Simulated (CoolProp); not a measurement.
Octamethyltrisiloxane (MDM) along the isobar 7.28 bar: Z from the reference equation and from simpler models built on Tc = 292.2 °C, pc = 14.38 bar, ω = 0.528; each cubic takes its own stable root.

The numbers come from the reference Helmholtz-energy equation of state, Thol 2017 in CoolProp.

```csv
T (°C),phase,reference
164.95,liquid,0.07138
176.35,liquid,0.07119
187.75,liquid,0.07117
199.15,liquid,0.07134
210.55,liquid,0.07176
221.95,liquid,0.07249
233.35,liquid,0.07365
244.85,liquid,0.07550
256.25,gas,0.7099
267.65,gas,0.7447
279.05,gas,0.7728
290.45,gas,0.7961
301.85,gas,0.8159
```

Task: How far does each simpler model (Redlich-Kwong, Soave-Redlich-Kwong, Peng-Robinson) lie from the reference over these 13 states: mean and median of the absolute difference, and the worst?

Result: 
- Redlich-Kwong: mean 141.1 %, median 20.3 %, worst +854.4 % at 244.85 °C and 7.28 bar
- Soave-Redlich-Kwong: mean 7.6 %, median 9.9 %, worst +16.3 % at 244.85 °C and 7.28 bar
- Peng-Robinson: mean 1.9 %, median 1.9 %, worst -3.2 % at 164.95 °C and 7.28 bar

At some of these states Redlich-Kwong gives the other phase, because its saturation line lies elsewhere.
